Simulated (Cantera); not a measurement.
Mixture: CO : H2 : O2 : N2 = 1 : 0.17 : 0.959 : 3.61 (molar parts), equivalence ratio 0.61, at 6.42 atm, adiabatic and at constant pressure. Ignition delay is the time to a rise of 400 K.

Cantera simulation using GRI-Mech 3.0 (53 species, 325 reactions); the numbers are that mechanism's predictions, not measurements. The hydrogen kinetics of GRI-Mech 3.0 are dated; newer H2 mechanisms differ, most at raised pressure. Where the delays flatten at high temperature, the 400 K rule measures the pace of heat release, not the induction time.

Predict: delay at 1073 K; delay at 1223 K; delay at 1373 K; delay at 1523 K.


- delay at 1073 K = 0.715 ms
- delay at 1223 K = 29.4 µs
- delay at 1373 K = 11.3 µs
- delay at 1523 K = 7.51 µs
